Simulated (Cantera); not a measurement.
**Equilibrium for silicon carbide growth: SiHCl3 + H2 + C3H8**

Input: 1 mol SiHCl3, 550 mol H2, 0.015 mol C3H8, held at 1402 °C and 28.0 mbar.

Equilibrium computed with Cantera from the NASA thermochemical tables; the gas is ideal and each condensed phase is pure. Candidate condensed phases: C, C6H6, C7H8, C8H18, Si, SiC; 109 gas species. Mutual solubility and eutectic melting of coexisting phases are not modelled. Gases not in the tables: Si2H6 and higher silanes. Rates play no part.

```
Item                                         Value
--------------------------------------  ----------
x(H2)                                        0.994
x(HCl)                                     0.00523
x(H)                                      0.000692
x(SiCl2)                                   9.92e-5
x(Si)                                      1.55e-5
x(SiH2)                                    1.12e-5
x(SiH)                                     4.34e-6
x(Cl)                                      2.84e-6
x(SiCl)                                    2.61e-6
n(Si(s))                                 0.882 mol
n(SiC(s))                               0.0447 mol
gas amount                               552.3 mol
log10 activity of C(graphite) (absent)       -1.87
```
